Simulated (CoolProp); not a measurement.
Model: reference Helmholtz-energy equation of state, Lemmon 2006, in CoolProp. It is a short technical equation, of lower accuracy than the large ones.

Task: Give the vapour pressure (MPa), liquid density (kg/m³), vapour density (kg/m³), surface tension (mN/m) of saturated toluene at 155.05, 169.45 °C.

Result: 
```
T (°C)  p (MPa)  liquid density (kg/m³)  vapour density (kg/m³)  surface tension (mN/m)
------  -------  ----------------------  ----------------------  ----------------------
155.05    0.308                     731                    8.75                    13.1
169.45    0.419                     715                    11.8                    11.6
```

Surface tension comes from a separate correlation (Mulero 2012).
